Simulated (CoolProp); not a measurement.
A Linde-Hampson liquefier for oxygen: isothermal reversible compression at 290 K from 1 atm to 30 MPa, throttling to 1 atm, return gas leaving the recuperator 10 K below the feed. Each further row changes one setting.

Computed with CoolProp (reference Helmholtz-energy equation of state, Schmidt 1985).

```
case                        liquid yield per pass  compression work (kJ/kg of gas)
--------------------------  ---------------------  -------------------------------
as stated                                   0.131                              419
high pressure 60 MPa                        0.159                              [?]
warm-end temperature 320 K                    [?]                              468
warm-end gap 15 K                             [?]                              419
```

Problem. Some entries are withheld; supply them.

Solution. 
- high pressure 60 MPa, compression work (kJ/kg of gas): 476
- warm-end temperature 320 K, liquid yield per pass: 0.095
- warm-end gap 15 K, liquid yield per pass: 0.120

Above 300 K oxygen's equation is extrapolated.
